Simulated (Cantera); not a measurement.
Input: 1 mol Si2Cl6, 0.0049 mol Cl2, 29 mol N2, equilibrated at 10.0 mbar.

Method: chemical equilibrium by Gibbs-energy minimisation in Cantera with the NASA 1993 tables (ideal gas, pure condensed phases). Candidate condensed phases: Si, Si3N4; 13 gas species. The feed counts by its element totals alone. N2 is the only nitrogen source here; it is nearly inert below about 1500 K, so the nitride shown seldom forms there in practice. The tables' values for SiCl3 are old estimates; treat these amounts as uncertain. Equilibrium is a limit: real reactors are often held back by kinetics, nucleation or transport.

x: gas mole fraction; n: condensed amount in mol.

```csv
T (K),x N2,x SiCl4,x SiCl2,x SiCl3,x Cl,x Cl2,x SiCl,n Si3N4(s)
948,0.950,0.0498,3.26e-7,2.19e-5,4.39e-9,(withheld),<1e-12,0.166
998,0.950,0.0497,1.96e-6,6.31e-5,1.86e-8,(withheld),<1e-12,0.166
1048,0.950,0.0497,9.91e-6,0.000164,6.85e-8,(withheld),<1e-12,0.165
1098,0.950,0.0495,4.30e-5,0.000389,2.24e-7,(withheld),<1e-12,0.165
1148,0.950,0.0491,0.000163,0.000852,6.63e-7,(withheld),4.72e-12,0.163
1198,0.950,0.0482,0.000551,0.00173,1.79e-6,(withheld),5.06e-11,0.159
1248,0.949,0.0464,0.00166,0.00327,4.42e-6,(withheld),4.46e-10,0.149
1298,0.947,0.0430,0.00451,0.00569,1.01e-5,(withheld),3.27e-9,0.129
1348,0.943,0.0370,0.0109,0.00896,2.13e-5,(withheld),2.03e-8,0.0876
1398,0.937,0.0279,0.0230,0.0123,4.12e-5,(withheld),1.07e-7,0.0160
1448,0.935,0.0257,0.0255,0.0133,0.000112,(withheld),1.88e-7,0
1498,0.935,0.0252,0.0252,0.0141,0.000307,(withheld),2.64e-7,0
1548,0.935,0.0246,0.0251,0.0148,0.000788,(withheld),3.67e-7,0
1598,0.934,0.0237,0.0252,0.0155,0.00188,(withheld),5.12e-7,0
```

Q: Complete the blanks.

A: 
- 948, x Cl2: 6.58e-12
- 998, x Cl2: 2.43e-11
- 1048, x Cl2: 7.90e-11
- 1098, x Cl2: 2.31e-10
- 1148, x Cl2: 6.12e-10
- 1198, x Cl2: 1.49e-9
- 1248, x Cl2: 3.34e-9
- 1298, x Cl2: 6.89e-9
- 1348, x Cl2: 1.29e-8
- 1398, x Cl2: 2.16e-8
- 1448, x Cl2: 7.53e-8
- 1498, x Cl2: 2.84e-7
- 1548, x Cl2: 9.72e-7
- 1598, x Cl2: 2.99e-6
